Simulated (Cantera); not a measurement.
An isothermal, constant-pressure homogeneous reactor starts with 0.596 % H2, 99.4 % O2, at 1248 K and 1.73 Torr.

Model: the H2/O2 subset of GRI-Mech 3.0, which has no nitrogen chemistry, integrated in Cantera. Radical loss at walls, strong at low pressure, is not modelled.

x: mole fraction; the columns are a selection and need not sum to one.

| t (s) | x H2 | x O2 | x H2O | x H2O2 | x O |
|---|---|---|---|---|---|
| 0.000100 | 0.00596 | 0.994 | <1e-12 | <1e-12 | 4.85e-11 |
| 0.000460 | 0.00596 | 0.994 | 3.78e-11 | <1e-12 | 6.43e-10 |
| 0.00211 | 0.00596 | 0.994 | (withheld) | <1e-12 | (withheld) |
| 0.00972 | 0.00596 | 0.994 | (withheld) | 1.23e-11 | (withheld) |
| 0.0447 | 0.00549 | 0.994 | 0.000345 | 4.76e-10 | 0.000323 |
| 0.206 | 1.52e-5 | 0.988 | 0.00560 | 1.78e-9 | 0.00537 |
| 0.946 | 1.44e-5 | 0.989 | 0.00561 | 1.76e-9 | 0.00506 |
| 4.35 | 1.13e-5 | 0.990 | 0.00567 | 1.69e-9 | 0.00392 |
| 20.0 | 4.75e-6 | 0.992 | 0.00580 | 1.37e-9 | 0.00162 |

Problem. Some entries are withheld; supply them.

Solution. 
- 0.00211, x H2O: 1.50e-9
- 0.00211, x O: 5.44e-9
- 0.00972, x H2O: 7.06e-8
- 0.00972, x O: 8.64e-8
